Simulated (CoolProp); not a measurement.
Cyclohexane along the isobar 21300 kPa: Z from the reference equation and from simpler models built on Tc = 280.5 °C, pc = 4081 kPa, ω = 0.209; each cubic takes its own stable root.

Values from CoolProp's reference Helmholtz-energy equation of state, Zhou 2014.

```json
[
 {"T (°C)": "69.55", "phase": "liquid", "reference": "0.8354"},
 {"T (°C)": "78.85", "phase": "liquid", "reference": "0.8219"},
 {"T (°C)": "88.25", "phase": "liquid", "reference": "0.8092"},
 {"T (°C)": "97.55", "phase": "liquid", "reference": "0.7975"},
 {"T (°C)": "106.85", "phase": "liquid", "reference": "0.7866"},
 {"T (°C)": "116.15", "phase": "liquid", "reference": "0.7764"},
 {"T (°C)": "125.55", "phase": "liquid", "reference": "0.7668"},
 {"T (°C)": "134.85", "phase": "liquid", "reference": "0.7580"},
 {"T (°C)": "144.15", "phase": "liquid", "reference": "0.7498"},
 {"T (°C)": "153.45", "phase": "liquid", "reference": "0.7423"},
 {"T (°C)": "162.85", "phase": "liquid", "reference": "0.7352"}
]
```

Question: How far does each simpler model (van der Waals, Redlich-Kwong, Soave-Redlich-Kwong, Peng-Robinson) lie from the reference over these 11 states: mean and median of the absolute difference, and the worst?

Answer: 
- van der Waals: mean 49.4 %, median 49.4 %, worst +52.5 % at 69.55 °C and 21300 kPa
- Redlich-Kwong: mean 6.6 %, median 6.6 %, worst +7.1 % at 69.55 °C and 21300 kPa
- Soave-Redlich-Kwong: mean 4.9 %, median 4.8 %, worst +5.5 % at 69.55 °C and 21300 kPa
- Peng-Robinson: mean 6.5 %, median 6.6 %, worst -6.8 % at 162.85 °C and 21300 kPa
